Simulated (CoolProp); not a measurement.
Vapour-liquid equilibrium of isopentane (1) + toluene (2) at 361.3 K; x and y are mole fractions of (1).

The numbers come from the multi-fluid Helmholtz-energy mixture model, Lemmon 2006 and Lemmon 2006; pair parameters Bell 2016 in CoolProp.

```json
[
 {"x": "0.05", "bubble pressure, mixture model (MPa)": "0.08208", "bubble pressure, Raoult's law (MPa)": "0.07629", "y, mixture model": "?", "y, Raoult's law": "0.363"},
 {"x": "0.125", "bubble pressure, mixture model (MPa)": "?", "bubble pressure, Raoult's law (MPa)": "0.1141", "y, mixture model": "0.641", "y, Raoult's law": "0.608"},
 {"x": "0.2", "bubble pressure, mixture model (MPa)": "0.1757", "bubble pressure, Raoult's law (MPa)": "0.1518", "y, mixture model": "0.753", "y, Raoult's law": "0.731"},
 {"x": "0.275", "bubble pressure, mixture model (MPa)": "?", "bubble pressure, Raoult's law (MPa)": "0.1896", "y, mixture model": "0.816", "y, Raoult's law": "0.805"},
 {"x": "0.35", "bubble pressure, mixture model (MPa)": "0.2618", "bubble pressure, Raoult's law (MPa)": "0.2273", "y, mixture model": "0.857", "y, Raoult's law": "0.854"},
 {"x": "0.425", "bubble pressure, mixture model (MPa)": "0.3004", "bubble pressure, Raoult's law (MPa)": "0.2651", "y, mixture model": "?", "y, Raoult's law": "0.889"},
 {"x": "0.5", "bubble pressure, mixture model (MPa)": "0.3360", "bubble pressure, Raoult's law (MPa)": "0.3028", "y, mixture model": "0.906", "y, Raoult's law": "0.916"},
 {"x": "0.575", "bubble pressure, mixture model (MPa)": "0.3692", "bubble pressure, Raoult's law (MPa)": "0.3406", "y, mixture model": "0.923", "y, Raoult's law": "0.936"},
 {"x": "0.65", "bubble pressure, mixture model (MPa)": "?", "bubble pressure, Raoult's law (MPa)": "0.3784", "y, mixture model": "0.938", "y, Raoult's law": "0.953"},
 {"x": "0.725", "bubble pressure, mixture model (MPa)": "0.4313", "bubble pressure, Raoult's law (MPa)": "0.4161", "y, mixture model": "0.951", "y, Raoult's law": "0.966"},
 {"x": "0.8", "bubble pressure, mixture model (MPa)": "0.4622", "bubble pressure, Raoult's law (MPa)": "0.4539", "y, mixture model": "0.963", "y, Raoult's law": "0.977"},
 {"x": "0.875", "bubble pressure, mixture model (MPa)": "?", "bubble pressure, Raoult's law (MPa)": "0.4916", "y, mixture model": "?", "y, Raoult's law": "0.987"},
 {"x": "0.95", "bubble pressure, mixture model (MPa)": "0.5293", "bubble pressure, Raoult's law (MPa)": "0.5294", "y, mixture model": "?", "y, Raoult's law": "0.995"}
]
```

**Question.** Complete the blanks.

**Answer.** 
- 0.05, y, mixture model: 0.399
- 0.125, bubble pressure, mixture model (MPa): 0.1292
- 0.275, bubble pressure, mixture model (MPa): 0.2201
- 0.425, y, mixture model: 0.885
- 0.65, bubble pressure, mixture model (MPa): 0.4006
- 0.875, bubble pressure, mixture model (MPa): 0.4945
- 0.875, y, mixture model: 0.976
- 0.95, y, mixture model: 0.990

The largest gap from Raoult's law is +16.1 % in bubble pressure, at x = 0.275. No azeotrope shows between x = 0.05 and 0.95.

Pair parameters are fitted to limited data, so mixtures are less certain than the pure fluids.
